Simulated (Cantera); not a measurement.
Charge: 1 mol CH3OH, 0.47 mol O2, 22 mol H2, at 2325 K and 0.800 bar.

Method: chemical equilibrium by Gibbs-energy minimisation in Cantera with the NASA 1993 tables (ideal gas, pure condensed phases). Equilibrium is a limit: real reactors are often held back by kinetics, nucleation or transport.

```tsv
species	before	after
H2	0.911	0.755
H	0.0117	0.175
CO	0.0395	0.0362
H2O	0.0370	0.0326
O	6.96e-7	0.000197
OH	7.95e-5	0.00125
CO2	0.000282	0.000275
```
Gas species are given as mole fractions.

### Question
What was changed between the two runs?
A. CH3OH replaced by C6H6
B. O2 from 0.47 to 1.8 mol
C. pressure from 0.800 bar to 3.00 mbar
D. temperature from 2325 K to 850 K

### Answer
C, pressure from 0.800 bar to 3.00 mbar
